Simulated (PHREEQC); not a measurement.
4.9 g of hydrous ferric oxide (600 m²/g; 0.2 weak and 0.005 strong sites per Fe, Dzombak-Morel constants, diffuse double layer) in 1 kg of water with 0.05 mol/kgw of an inert sodium salt, at 25 °C; the pH is set by adding NaOH or the inert anion's acid. O2 is buffered at 0.21 atm. The system is closed to CO2. Precipitation was switched off in this run.

Base run: PHREEQC, ion-association model, wateq4f.dat. Each further column changes one thing. The table gives surface charge σ (C/m²).

| pH | base | background salt from 0.05 to 0.005 mol/kgw | oxide from 4.9 to 24 g/kgw | 0.0065 mol/kgw NaH2PO4 added |
|---|---|---|---|---|
| 3 | 0.358 | 0.324 | 0.361 | 0.135 |
| 4.12 | 0.285 | 0.190 | 0.298 | 0.078 |
| 4.88 | 0.197 | 0.109 | 0.207 | 0.041 |
| 6 | 0.090 | 0.039 | 0.093 | 0.005 |
| 7.12 | 0.030 | 0.011 | 0.030 | -0.025 |
| 7.88 | 0.006 | 0.002 | 0.006 | -0.046 |
| 9 | -0.026 | -0.010 | -0.026 | -0.076 |

The oxide is taken as insoluble; below pH 4 it would dissolve. H3PO4, which wateq4f.dat lacks, is added to it with the constant of phreeqc.dat.
